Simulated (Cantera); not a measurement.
A jet of 2.91 % H₂, 8.52 % O₂, 88.6 % N₂, equivalence ratio 0.17 at 300 K and 27.8 Torr hits a platinum plate 3.5 cm away at a mass flux of 0.11 kg/m²/s; the plate temperature is set and raised in steps from an oxygen-covered start.

Cantera simulation using Deutschmann's 1995 Pt surface mechanism with GRI-Mech 3.0 gas chemistry; the numbers are that mechanism's predictions, not measurements. Catalytic surfaces can have several steady states; this one follows from the mechanism file's or the stated starting coverage.

x: mole fraction at the wall; θ: surface coverage.

| plate T (K) | wall x H₂ | wall x O₂ | wall x H₂O | wall x OH | θ free Pt | θ O* | θ OH* |
|---|---|---|---|---|---|---|---|
| 700 | 0.00450 | 0.0587 | 0.0476 | <1e-8 | 0.141 | 0.856 | 0.00291 |
| 750 | 0.00429 | 0.0585 | 0.0477 | <1e-8 | 0.155 | 0.842 | 0.00220 |
| 800 | (withheld) | 0.0581 | 0.0484 | <1e-8 | (withheld) | 0.812 | (withheld) |
| 850 | 0.00315 | 0.0575 | 0.0493 | 1.78e-8 | 0.236 | 0.762 | 0.00153 |
| 900 | (withheld) | 0.0570 | 0.0500 | (withheld) | (withheld) | (withheld) | (withheld) |
| 950 | 0.00223 | 0.0567 | 0.0506 | 1.61e-7 | 0.367 | 0.631 | 0.00114 |

Some entries are withheld; supply them.


- 800, wall x H₂: 0.00378
- 800, θ free Pt: 0.186
- 800, θ OH*: 0.00179
- 900, wall x H₂: 0.00262
- 900, wall x OH: 5.72e-8
- 900, θ free Pt: 0.299
- 900, θ O*: 0.700
- 900, θ OH*: 0.00132
